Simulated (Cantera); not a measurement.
A Cantera script and its output.

```python
import numpy as np
import cantera as ct

gas = ct.Solution("gri30.yaml")
gas.TPX = 673, 55000, {'CH4': 1, 'C2H6': 0.067, 'C3H8': 0.24, 'O2': 4.98, 'N2': 22.9}
flame = ct.FreeFlame(gas, width=0.061)
flame.set_refine_criteria(ratio=3, slope=0.08, curve=0.16)
flame.transport_model = "mixture-averaged"
flame.solve(loglevel=0, auto=True)
z, T = flame.grid, flame.T
thick = (T[-1] - T[0]) / np.gradient(T, z).max()
show = ['CH4', 'C2H6', 'C3H8', 'OH', 'C2H', 'N2O']
print(f"laminar burning velocity  {flame.velocity[0] * 100:.3f} cm/s")
print(f"burnt temperature         {T[-1]:.1f} K")
print(f"thermal thickness         {thick * 1e3:.4f} mm")
print(f"grid points               {len(z)}")
z0 = z[flame.heat_release_rate.argmax()]
print(f"{'z/mm':>9s}{'T/K':>9s}{'u/(m/s)':>9s}" + "".join(f"{s:>11s}" for s in show))
rows = []
for k in (-3, -2, -1.5, -1, -0.5, -0.25, 0, 0.25, 0.5, 1, 2, 4, 8):
    zz = z0 + k * thick
    rows.append([k * thick, np.interp(zz, z, T), np.interp(zz, z, flame.velocity),
                 *(np.interp(zz, z, flame.X[gas.species_index(s)]) for s in show)])
    print(f"{rows[-1][0] * 1e3:9.3f}{rows[-1][1]:9.1f}{rows[-1][2]:9.3f}" + "".join(f"{x:11.3e}" for x in rows[-1][3:]))
```

Output:

```
laminar burning velocity  108.732 cm/s
burnt temperature         1954.7 K
thermal thickness         0.7150 mm
grid points               125
     z/mm      T/K  u/(m/s)        CH4       C2H6       C3H8         OH        C2H        N2O
   -2.145    673.2    1.088  3.423e-02  2.294e-03  8.219e-03  1.221e-11  1.797e-23  7.240e-13
   -1.430    674.9    1.092  3.413e-02  2.292e-03  8.211e-03  8.891e-10  1.092e-20  9.861e-12
   -1.072    680.4    1.102  3.388e-02  2.288e-03  8.194e-03  1.452e-08  7.376e-19  5.161e-11
   -0.715    713.7    1.160  3.262e-02  2.266e-03  8.062e-03  5.930e-07  4.495e-16  4.616e-10
   -0.357    929.3    1.526  2.538e-02  2.060e-03  5.936e-03  2.427e-05  4.160e-12  5.797e-09
   -0.179   1201.4    1.993  1.595e-02  1.238e-03  2.214e-03  2.483e-04  1.308e-09  1.747e-08
    0.000   1492.0    2.494  4.954e-03  1.209e-04  9.432e-05  1.689e-03  5.875e-08  4.417e-08
    0.179   1621.2    2.710  5.500e-04  7.223e-07  1.550e-07  3.905e-03  2.949e-08  8.549e-08
    0.357   1664.2    2.774  3.348e-05  1.203e-09  5.957e-11  4.986e-03  1.114e-09  1.192e-07
    0.715   1716.7    2.847  1.425e-07  3.361e-14  2.600e-16  5.650e-03  1.168e-12  1.454e-07
    1.430   1781.9    2.941  1.711e-11  2.543e-20  1.172e-23  5.746e-03  2.592e-17  1.624e-07
    2.860   1848.5    3.039  5.270e-18  1.173e-28  3.352e-35  5.132e-03  1.588e-24  1.944e-07
    5.720   1900.7    3.114  4.078e-20 -1.229e-32 -2.241e-43  4.014e-03  3.586e-28  2.398e-07
```

Cantera simulation using GRI-Mech 3.0 (53 species, 325 reactions); the numbers are that mechanism's predictions, not measurements. GRI-Mech 3.0 was tuned for natural gas; its chemistry of propane as a main component is partial and can be far from experiment. Burning velocities carry a grid error of a few per cent, more on coarse grids.
